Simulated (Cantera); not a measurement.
Input: 1 mol C3H8, 0.034 mol CO2, held at 1175 °C and 0.200 bar.

These are equilibrium values from Cantera (NASA tables, ideal gas, pure condensed phases), not measurements of a reactor. Candidate condensed phases: C, C6H6, C7H8, C8H18, H2O; 110 gas species. The numbers say what is thermodynamically allowed, not how fast it happens.

Base state: H2 0.983, CO 0.0167, CH4 0.000644, H 2.04e-5 (mole fractions); condensed: C(graphite).

Problem. What changes in the equilibrium state with this change: temperature from 1175 °C to 477 °C?

Solution. 
| species | before | after |
|---|---|---|
| H2 | 0.983 | 0.682 |
| CH4 | 0.000644 | 0.297 |
| H2O | 8.33e-6 | 0.0198 |
| CO | 0.0167 | 0.00160 |
| H | 2.04e-5 | <1e-9 |
| CO2 | 5.98e-8 | 0.000285 |
| C(graphite), mol | 2.96 | 2.11 |

Problem. What changes in the equilibrium state with this change: CO2 from 0.034 to 0.92 mol?

Solution. 
```
species             before     after
----------------  --------  --------
H2                   0.983     0.684
CO                  0.0167     0.315
CH4               0.000644  0.000313
CO2                5.98e-8   2.12e-5
H2O                8.33e-6  0.000109
H                  2.04e-5   1.71e-5
C(graphite), mol      2.96      2.08
```

Problem. What changes in the equilibrium state with this change: CO2 from 0.034 to 3.9 mol?

Solution. 
| species | before | after |
|---|---|---|
| CO | 0.0167 | 0.597 |
| H2 | 0.983 | 0.321 |
| H2O | 8.33e-6 | 0.0463 |
| CO2 | 5.98e-8 | 0.0363 |
| CH4 | 0.000644 | 1.44e-7 |
| H | 2.04e-5 | 1.17e-5 |
| C(graphite), mol | 2.96 | 0 |
